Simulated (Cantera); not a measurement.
A perfectly stirred reactor is fed with NH3 : N2 = 1 : 4.2 (molar parts), at 0.484 atm; it is held at 2125 K, and followed from long to short residence time.

Detailed kinetics in Cantera: the gas-phase N/H chemistry of the illustrative SiF4/NH3 mechanism in the Surface Chemkin manual (1991). Walls and surfaces, which speed up NH3 decomposition in real reactors, are not modelled.

x: mole fraction; the columns are a selection and need not sum to one.

```tsv
τ (s)	x NH3	x H2	x NH2	x N	x N2H2
4.8	0.000672	0.240	1.63e-5	2.09e-6	3.80e-9
1.2	0.00311	0.237	4.61e-5	2.18e-6	1.99e-8
0.31	___	0.225	___	2.16e-6	___
0.078	0.0420	0.189	0.000272	2.16e-6	3.34e-7
0.020	___	___	___	___	___
0.0050	0.155	0.0458	0.000748	1.23e-6	1.51e-6
0.0013	0.181	0.0132	0.000928	4.33e-7	1.72e-6
```

**Question.** Some entries are withheld; supply them.

**Answer.** 
- 0.31, x NH3: 0.0127
- 0.31, x NH2: 0.000119
- 0.31, x N2H2: 8.85e-8
- 0.020, x NH3: 0.0991
- 0.020, x H2: 0.117
- 0.020, x NH2: 0.000505
- 0.020, x N: 1.92e-6
- 0.020, x N2H2: 8.90e-7
